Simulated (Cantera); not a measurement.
What does this Cantera script print?

```python
import numpy as np
import cantera as ct

gas_names = """
    B BH BH2 BH3 BN B2 H H2 N NH NH2 NH3 N2 N2H2 N2H4
""".split()
cond_names = """
    B(b) B(L) BN(s)
""".split()


# ... load() reads the species with a 1 bar reference pressure and builds the phases ...
atoms = {
    'borazine': {'B': 3, 'N': 3, 'H': 6},
    'H2': {'H': 2},
}
top_T = {'BN(s)': 3200}  # K; cautious upper limits of use, not melting points


# ... equilibrate(T, P, feed) seeds the gas with the atoms and calls Mixture.equilibrate('TP', solver="vcs", rtol=1e-11, max_steps=5000) ...
results = []
feed = {'borazine': 1, 'H2': 1.6}  # mol
P = 120  # Pa
for T in [1123, 1273, 1423, 1573, 1723, 1873, 2023, 2173]:
    mix = equilibrate(T, P, feed)
    results.append((T, P, feed, dict(zip(mix.species_names, mix.species_moles))))
    x = sorted(zip(gas.X, gas.species_names), reverse=True)
    print(f"T = {T:g} K  P = {P:g} Pa  gas = {mix.phase_moles(0):.4g} mol")
    print("   x: " + "  ".join(f"{s} {v:.3e}" for v, s in x if v > 0.001))
    print("   condensed (mol): " + ("  ".join(f"{mix.phase(i).name} {mix.phase_moles(i):.4g}"
          for i in range(1, mix.n_phases) if mix.phase_moles(i) > 1e-12) or "none"))
```

Result:

```
T = 1123 K  P = 120 Pa  gas = 4.6 mol
   x: H2 1.000e+00
   condensed (mol): BN(s) 3
T = 1273 K  P = 120 Pa  gas = 4.6 mol
   x: H2 1.000e+00
   condensed (mol): BN(s) 3
T = 1423 K  P = 120 Pa  gas = 4.6 mol
   x: H2 9.998e-01
   condensed (mol): BN(s) 3
T = 1573 K  P = 120 Pa  gas = 4.603 mol
   x: H2 9.988e-01  H 1.173e-03
   condensed (mol): B(b) 0.000173  BN(s) 3
T = 1723 K  P = 120 Pa  gas = 4.616 mol
   x: H2 9.939e-01  H 5.248e-03
   condensed (mol): B(b) 0.007064  BN(s) 2.993
T = 1873 K  P = 120 Pa  gas = 4.704 mol
   x: H2 9.685e-01  H 1.834e-02  N2 1.294e-02
   condensed (mol): B(b) 0.1207  BN(s) 2.878
T = 2023 K  P = 120 Pa  gas = 5.493 mol
   x: H2 8.123e-01  N2 1.377e-01  H 4.941e-02
   condensed (mol): B(b) 1.51  BN(s) 1.487
T = 2173 K  P = 120 Pa  gas = 6.475 mol
   x: H2 6.533e-01  N2 2.317e-01  H 1.126e-01  B 1.567e-03
   condensed (mol): B(b) 2.984
```

Cantera equilibrium calculation (NASA polynomials, part measured and part estimated; ideal gas, pure solids and liquids). The feed counts by its element totals alone. Mutual solubility and eutectic melting of coexisting phases are not modelled. The tables' values for BH2 are old estimates; treat these amounts as uncertain.
